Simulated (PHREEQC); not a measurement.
A solution holds 0.028 mol/kgw NaHCO3, 0.0014 mol/kgw Na2SO4 and 0.0042 mol/kgw KCl, at 25 °C. Closed to the air; pH follows from the charge balance.

The numbers come from PHREEQC with the Pitzer model, pitzer.dat.

Each row changes one thing in this solution. No solid was allowed to form.

```tsv
case	pH	ionic strength (mol/kgw)	CO2 (mol/kgw)	CO3-2 (mol/kgw)	SI of Halite (NaCl)
as made	8.16	0.0368	0.000381	0.000379	-5.61
temperature from 25 to 35 °C	8.10	0.0368	0.000394	0.000391	-5.63
diluted 2-fold with water	8.21	0.0184	0.000175	0.000173	-6.17
Na2SO4 left out	8.17	0.0326	0.000379	0.000377	-5.64
Na2SO4 from 0.0014 to 0.0021 mol/kgw	8.16	0.0389	0.000382	0.000380	-5.59
temperature from 25 to 10 °C	8.30	0.0368	0.000364	0.000364	-5.56
temperature from 25 to 90 °C	8.04	0.0368	0.000496	0.000444	-5.66
NaHCO3 from 0.028 to 0.0252 mol/kgw	8.17	0.0339	0.000338	0.000337	-5.64
```

Away from 25 °C the constants follow the database's enthalpies or fits; those with neither stay at their 25 °C values.
